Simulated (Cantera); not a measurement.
An isothermal, constant-pressure homogeneous reactor starts with C2H6 : H2 = 1 : 4.2 (molar parts), at 1400 K and 1.01 bar. Integrator tolerance rtol = 1e-08.

Detailed kinetics in Cantera: GRI-Mech 3.0 (53 species, 325 reactions). GRI-Mech 3.0 stops at C3 and has no aromatics, soot or wall deposition, so with more carbon than oxygen in the feed, carbon stays in small species such as C2H2 where larger ones or solid carbon would form.

Question: What does this change do: pressure from 1.01 bar to 0.0340 bar?

Answer: 
```json
[
 {"quantity": "x(C2H6) at 50.0 s", "before": "0.000226 (gas-phase equilibrium 0.000226)", "after": "5.65e-6 (gas-phase equilibrium 1.69e-6)"},
 {"quantity": "x(H2) at 50.0 s", "before": "0.689 (gas-phase equilibrium 0.689)", "after": "0.808 (gas-phase equilibrium 0.844)"},
 {"quantity": "x(CH2) at 50.0 s", "before": "1.31e-10 (gas-phase equilibrium 1.31e-10)", "after": "5.52e-10 (gas-phase equilibrium 3.05e-10)"},
 {"quantity": "x(C2H2) at 50.0 s", "before": "0.0288 (gas-phase equilibrium 0.0288)", "after": "0.107 (gas-phase equilibrium 0.127)"},
 {"quantity": "x(H) at 50.0 s", "before": "4.04e-6 (gas-phase equilibrium 4.04e-6)", "after": "1.75e-5 (gas-phase equilibrium 2.44e-5)"}
]
```
Radical loss at walls, strong at low pressure, is not modelled.
